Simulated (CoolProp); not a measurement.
Dimethyl carbonate along the isobar 0.98 MPa: Z from the reference equation and from simpler models built on Tc = 283.9 °C, pc = 4.909 MPa, ω = 0.346; each cubic takes its own stable root.

Model: reference Helmholtz-energy equation of state, Zhou 2011, in CoolProp.

| T (°C) | phase | reference |
|---|---|---|
| 95.75 | liquid | 0.02975 |
| 110.95 | liquid | 0.02925 |
| 126.05 | liquid | 0.02884 |
| 141.25 | liquid | 0.02852 |
| 156.35 | liquid | 0.02830 |
| 171.55 | liquid | 0.02818 |
| 186.65 | gas | 0.8545 |
| 201.85 | gas | 0.8717 |
| 217.05 | gas | 0.8860 |
| 232.15 | gas | 0.8980 |
| 247.35 | gas | 0.9083 |
| 262.45 | gas | 0.9172 |
| 277.65 | gas | 0.9250 |
| 292.85 | gas | 0.9319 |
| 307.95 | gas | 0.9379 |
| 323.15 | gas | 0.9433 |

Question: How far does each simpler model (van der Waals, Redlich-Kwong, Soave-Redlich-Kwong, Peng-Robinson) lie from the reference over these 16 states: mean and median of the absolute difference, and the worst?

Answer: 
- van der Waals: mean 749.3 %, median 3.5 %, worst +3049.8 % at 171.55 °C and 0.98 MPa
- Redlich-Kwong: mean 189.6 %, median 1.1 %, worst +2934.4 % at 171.55 °C and 0.98 MPa
- Soave-Redlich-Kwong: mean 4.7 %, median 0.1 %, worst +13.7 % at 171.55 °C and 0.98 MPa
- Peng-Robinson: mean 0.8 %, median 0.9 %, worst -1.1 % at 110.95 °C and 0.98 MPa

At some of these states van der Waals, Redlich-Kwong gives the other phase, because its saturation line lies elsewhere.
